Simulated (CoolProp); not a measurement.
Properties of n-undecane along the isotherm 620 K.

Model: reference Helmholtz-energy equation of state, Aleksandrov 2011, in CoolProp. It is a short technical equation, of lower accuracy than the large ones.

```csv
p (MPa),phase,density (kg/m³),cp (kJ/(kg K)),isothermal compressibility (1/MPa),expansivity (1/kK),fugacity coefficient
0.00315,gas,0.09558,2.910,317.7,1.617,0.9993
0.00716,gas,0.2174,2.911,139.9,1.622,0.9984
0.0163,gas,0.4960,2.912,61.57,1.634,0.9964
0.0371,gas,1.134,2.914,27.18,1.662,0.9919
0.0844,gas,2.608,2.920,12.08,1.727,0.9817
0.192,gas,6.083,2.934,5.448,1.891,0.9585
0.437,gas,14.75,2.975,2.565,2.365,0.9065
0.995,gas,40.71,3.159,1.448,4.626,0.7908
```
